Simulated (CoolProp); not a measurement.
Model: reference Helmholtz-energy equation of state, Guder 2009, in CoolProp.

Question: Give the vapour pressure (kPa), enthalpy of vaporisation (kJ/kg), surface tension (mN/m), liquid viscosity (µPa s) of saturated sulfur hexafluoride at -11.05, 21.05 °C.

Answer: 
```json
[
 {"T (°C)": "-11.05", "p (kPa)": "911", "enthalpy of vaporisation (kJ/kg)": "91.3", "surface tension (mN/m)": "5.96", "liquid viscosity (µPa s)": "223"},
 {"T (°C)": "21.05", "p (kPa)": "2150", "enthalpy of vaporisation (kJ/kg)": "65.9", "surface tension (mN/m)": "2.04", "liquid viscosity (µPa s)": "126"}
]
```

Viscosity comes from a separate model (Quiñones-Cisneros 2012). Surface tension comes from a separate correlation (Mulero 2012).
